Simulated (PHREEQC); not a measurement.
A solution holds 5.9 mmol/kgw TMAH, 0.00265 mmol/kgw H4SiO4 and 0.094 mmol/kgw Na2CO3, at 20 °C. Closed to the air; pH follows from the charge balance.

All values are PHREEQC results (ion-association model, phreeqc.dat), not measurements.

Precipitation was switched off in this run.

Question: What pH does the model give?

Answer: pH 11.90.

Question: In which forms is C present?

Answer: CO3-2 98 %, HCO3- 2.3 % of the C.

(CH3)4N+ isn't in the database: it is added as a free cation with an ion size of 4 Å.
